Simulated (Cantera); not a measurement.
# Ca(OH)2 + CO2 + O2 (calcination and drying)

Feed: 1 mol Ca(OH)2, 0.17 mol CO2, 5.2 mol O2, at 13.3 mbar.

Equilibrium computed with Cantera from the NASA thermochemical tables; the gas is ideal and each condensed phase is pure. Candidate condensed phases: C, C6H6, C7H8, C8H18, Ca, CaCO3, CaO, Ca(OH)2, H2O; 115 gas species. Rates play no part.

```tsv
T (°C)	log p O2	log p H2O	log p CO2	log p OH	log p O	log p H	log p H2	log p CO	n CaO(s)
925	-1.96	-2.68	-3.45	-6.70	-8.60	-11.53	-9.61	-10.25	1.00
1000	-1.96	-2.68	-3.45	-6.28	-7.95	-10.63	-8.97	-9.52	1.00
1075	-1.96	-2.68	-3.45	-5.91	-7.37	-9.84	-8.40	-8.88	1.00
1150	-1.96	-2.68	-3.45	-5.57	-6.85	-9.12	-7.89	-8.31	1.00
1225	-1.96	-2.68	-3.45	-5.28	-6.39	-8.48	-7.43	-7.79	1.000
1300	-1.96	-2.68	-3.45	-5.01	-5.96	-7.90	-7.02	-7.32	1.000
1375	-1.96	-2.68	-3.45	-4.76	-5.58	-7.37	-6.64	-6.90	1.000
1450	-1.96	-2.68	-3.45	-4.54	-5.23	-6.89	-6.29	-6.52	1.000
1525	-1.96	-2.69	-3.45	-4.33	-4.91	-6.44	-5.98	-6.16	1.000
1600	-1.97	-2.69	-3.45	-4.14	-4.61	-6.04	-5.69	-5.84	1.000
1675	-1.97	-2.69	-3.45	-3.97	-4.34	-5.66	-5.42	-5.54	1.000
1750	-1.97	-2.70	-3.46	-3.81	-4.08	-5.31	-5.18	-5.27	1.000
1825	-1.97	-2.71	-3.47	-3.67	-3.85	-4.99	-4.96	-5.02	1.000
1900	-1.98	-2.72	-3.48	-3.54	-3.63	-4.69	-4.75	-4.79	1.000
```
log p: log10 of the partial pressure in bar; n: condensed amount in mol.

From 925 °C to 1900 °C the condensed part is CaO(s).
